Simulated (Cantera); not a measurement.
An isothermal, constant-pressure homogeneous reactor starts with 32.9 % H₂, 67.1 % O₂, at 1125 K and 10.00 Torr.

Cantera simulation using GRI-Mech 3.0 (53 species, 325 reactions); the numbers are that mechanism's predictions, not measurements. Radical loss at walls, strong at low pressure, is not modelled. The temperature is held fixed by assumption; the heat of reaction is taken as removed at once.

One state of this run: x H₂ = 1.25e-8; x O₂ = 0.606; x H = 5.08e-11; x HO₂ = 7.76e-9; x O = 3.70e-8; x H₂O₂ = 4.78e-10. x: mole fraction; the columns are a selection and need not sum to one.

### Question
Which value of t (s) does it belong to?
(A) 100
(B) 0.158
(C) 0.000251
(D) 0.794

### Answer
A, 100
